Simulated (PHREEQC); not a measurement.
NaOH is added in steps, without added water, to 1 kg of water holding 25 mmol/kgw H2SeO4 and 170 mmol/kgw HCl, at 25 °C. Oxygen is held at 0.21 atm. No CO2 enters from the air. The run lets Halite precipitate or redissolve, and no other solid.

Base run: PHREEQC, ion-association model, wateq4f.dat. Each further column changes one thing. The table gives pH.

```
NaOH added (mol)   base  HCl from 0.17 to 0.34 mol/kgw  HCl replaced by NaCl at the same molality  diluted 100-fold with water  no solid may form
----------------  -----  -----------------------------  -----------------------------------------  ---------------------------  -----------------
0                  0.80                           0.54                                       1.49                         2.68               0.80
0.051              0.92                           0.61                                      10.84                        12.60               0.92
0.08925            1.04                           0.66                                      12.43                        12.83               1.04
0.1403             1.27                           0.75                                      12.78                        13.01               1.27
0.1913             1.75                           0.86                                      12.97                        13.13               1.75
0.2295            11.82                           0.96                                      13.07                        13.20              11.82
0.2805            12.61                           1.13                                      13.17                        13.28              12.61
0.3187            12.82                              …                                      13.24                        13.33              12.82
0.3698            12.99                           1.92                                          …                        13.39              12.99
0.4208            13.11                          12.30                                          …                        13.44              13.11
0.459             13.19                              …                                      13.41                        13.47              13.19
0.51              13.27                              …                                          …                        13.51              13.27
```

**Question.** Some entries are withheld; supply them.

**Answer.** 
- 0.3187, HCl from 0.17 to 0.34 mol/kgw: 1.34
- 0.3698, HCl replaced by NaCl at the same molality: 13.31
- 0.4208, HCl replaced by NaCl at the same molality: 13.37
- 0.459, HCl from 0.17 to 0.34 mol/kgw: 12.65
- 0.51, HCl from 0.17 to 0.34 mol/kgw: 12.88
- 0.51, HCl replaced by NaCl at the same molality: 13.45

 The ionic strength passes 0.7 mol/kgw, the rough limit of the ion-association models, in part of: HCl replaced by NaCl at the same molality.
